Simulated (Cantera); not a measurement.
Catalytic combustion on Pt

An isothermal plug-flow reactor at 1198 K and 2.90 bar (inlet), inlet velocity 0.13 m/s, active area per volume 1700 1/m; feed CH4 : O2 : N2 = 0.0031 : 0.14 : 0.79 (molar parts).

Cantera simulation using Deutschmann's 1995 Pt surface mechanism with GRI-Mech 3.0 gas chemistry; the numbers are that mechanism's predictions, not measurements. Catalytic surfaces can have several steady states; this one follows from the mechanism file's or the stated starting coverage. Mass transfer to the wall is taken as infinitely fast.

```json
[
 {"z (m)": "0.00028", "x CH4": "0.00140", "x O2": "0.146", "x H2O": "0.00377", "x CO2": "0.00186", "x CO": "1.60e-6", "θ free Pt": "0.318", "θ O*": "0.681", "θ OH*": "0.00123"},
 {"z (m)": "0.0006", "x CH4": "0.000502", "x O2": "0.145", "x H2O": "0.00553", "x CO2": "0.00273", "x CO": "8.05e-7", "θ free Pt": "0.319", "θ O*": "0.680", "θ OH*": "0.00148"},
 {"z (m)": "0.0013", "x CH4": "5.14e-5", "x O2": "0.144", "x H2O": "0.00647", "x CO2": "0.00321", "x CO": "1.84e-7", "θ free Pt": "0.319", "θ O*": "0.679", "θ OH*": "0.00160"},
 {"z (m)": "0.0028", "x CH4": "3.81e-7", "x O2": "0.143", "x H2O": "0.00661", "x CO2": "0.00329", "x CO": "1.63e-8", "θ free Pt": "0.319", "θ O*": "0.679", "θ OH*": "0.00162"},
 {"z (m)": "0.006", "x CH4": "8.86e-11", "x O2": "0.143", "x H2O": "0.00663", "x CO2": "0.00331", "x CO": "6.07e-9", "θ free Pt": "0.319", "θ O*": "0.679", "θ OH*": "0.00162"},
 {"z (m)": "0.013", "x CH4": "1.22e-11", "x O2": "0.143", "x H2O": "0.00664", "x CO2": "0.00332", "x CO": "1.21e-9", "θ free Pt": "0.319", "θ O*": "0.679", "θ OH*": "0.00162"},
 {"z (m)": "0.028", "x CH4": "5.83e-12", "x O2": "0.143", "x H2O": "0.00664", "x CO2": "0.00332", "x CO": "1.23e-10", "θ free Pt": "0.319", "θ O*": "0.679", "θ OH*": "0.00162"}
]
```
x: gas mole fraction; θ: surface coverage.
